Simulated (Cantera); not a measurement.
An isothermal, constant-pressure homogeneous reactor starts with NH3 : H2 = 1 : 17 (molar parts), at 1900 K and 10.00 Torr. Integrator tolerance rtol = 1e-08.

Computed with Cantera and the gas-phase N/H chemistry of the illustrative SiF4/NH3 mechanism in the Surface Chemkin manual (1991). Walls and surfaces, which speed up NH3 decomposition in real reactors, are not modelled.

### Question
What does this change do: temperature 1900 to 1225 K?

### Answer
| quantity | before | after |
|---|---|---|
| x(NH3) at 3.00 s | 0.0355 (gas-phase equilibrium 4.89e-8) | 0.0556 (gas-phase equilibrium 3.47e-7) |
| x(H2) at 3.00 s | 0.954 (gas-phase equilibrium 0.967) | 0.944 (gas-phase equilibrium 0.974) |
| x(N2H2) at 3.00 s | 1.24e-7 (gas-phase equilibrium <1e-12) | <1e-12 (gas-phase equilibrium <1e-12) |
| x(NH2) at 3.00 s | 0.000102 (gas-phase equilibrium 9.64e-10) | 3.78e-9 (gas-phase equilibrium 1.57e-12) |
| x(N2H4) at 3.00 s | 1.52e-10 (gas-phase equilibrium <1e-12) | <1e-12 (gas-phase equilibrium <1e-12) |
| x(N) at 3.00 s | 6.16e-7 (gas-phase equilibrium 2.76e-10) | <1e-12 (gas-phase equilibrium <1e-12) |
